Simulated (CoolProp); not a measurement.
Vapour-liquid equilibrium of diethyl ether (1) + ethanol (2) at 0.237 MPa; x and y are mole fractions of (1).

The numbers come from the multi-fluid Helmholtz-energy mixture model, Thol 2014 and Schroeder 2014; pair parameters Bell 2016 in CoolProp.

Question: Give the bubble temperature and the first vapour's composition at x = 0.05, 0.5, 0.65. Is there an azeotrope?

Answer: x = 0.05: 95.6 °C, y = 0.217; x = 0.5: 69.9 °C, y = 0.803; x = 0.65: 66.7 °C, y = 0.856. No azeotrope shows between x = 0.05 and 0.95.

Pair parameters are fitted to limited data, so mixtures are less certain than the pure fluids.
